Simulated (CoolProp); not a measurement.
Vapour-liquid equilibrium of o-xylene (1) + n-undecane (2) at 540.6 K; x and y are mole fractions of (1).

The numbers come from the multi-fluid Helmholtz-energy mixture model, Zhou 2012 and Aleksandrov 2011; pair parameters Bell 2016 in CoolProp.

| x | bubble pressure (kPa) | y at the bubble point | dew pressure at overall composition x (kPa) | liquid density (mol/L) |
|---|---|---|---|---|
| 0.05 | … | 0.094 | 462.3 | 3.442 |
| 0.15 | 535.4 | 0.261 | 494.4 | … |
| 0.25 | 598.4 | 0.402 | 531.2 | 3.795 |
| 0.35 | 664.5 | 0.522 | 573.7 | 3.994 |
| 0.45 | 733.4 | 0.625 | 623.3 | … |
| 0.55 | 804.8 | … | 682.0 | 4.449 |
| 0.65 | 878.7 | 0.791 | 752.2 | 4.712 |
| 0.75 | 954.9 | 0.860 | 837.7 | 5.002 |
| 0.85 | 1033 | 0.921 | 943.2 | 5.326 |
| 0.95 | 1114 | … | … | 5.689 |

Question: Fill in the missing entries.

Answer: 
- 0.05, bubble pressure (kPa): 476.0
- 0.15, liquid density (mol/L): 3.612
- 0.45, liquid density (mol/L): 4.211
- 0.55, y at the bubble point: 0.714
- 0.95, y at the bubble point: 0.975
- 0.95, dew pressure at overall composition x (kPa): 1076

No azeotrope shows between x = 0.05 and 0.95.

Pair parameters are fitted to limited data, so mixtures are less certain than the pure fluids.
